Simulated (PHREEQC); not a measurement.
## Metal-bearing waste water: speciation

A solution holds 0.0015 mol CuSO4, 0.06 mol CuCl2, 0.05 mol HCl and 0.23 mol Na2SO4 per kg of water, at 25 °C. It is in equilibrium with CO2 at log p = -3.4 (atm). Otherwise closed; pH follows from the charge balance.

Equilibrium calculation in PHREEQC: ion-association model, phreeqc.dat.

Each row changes one thing in this solution. No solid was allowed to form.

```csv
case,pH,ionic strength (mol/kgw),Na+ (mol/kgw),SO4-2 (mol/kgw),NaSO4- (mol/kgw),HSO4- (mol/kgw),SI of Halite (NaCl)
as made,1.93,0.642,0.411,0.120,0.0488,0.0344,-3.08
temperature from 25 to 35 °C,1.99,0.635,0.410,0.118,0.0496,0.0364,-3.10
CuCl2 from 0.06 to 0.066 mol/kgw,1.92,0.651,0.412,0.119,0.0481,0.0342,-3.05
Na2SO4 from 0.23 to 0.046 mol/kgw,1.57,0.280,0.0899,0.0178,0.00209,0.0161,-3.70
CuCl2 replaced by FeCl3 at the same molality,1.89,0.600,0.421,0.0931,0.0394,0.0303,-2.93
diluted 100-fold with water,3.40,0.00865,0.00457,0.00212,3.31e-5,6.23e-5,-6.76
CuSO4 from 0.0015 to 0.0003 mol/kgw,1.93,0.639,0.411,0.120,0.0486,0.0344,-3.08
```

Some of these states are supersaturated (in Hematite (slow to form), Goethite (slow to form), for instance).
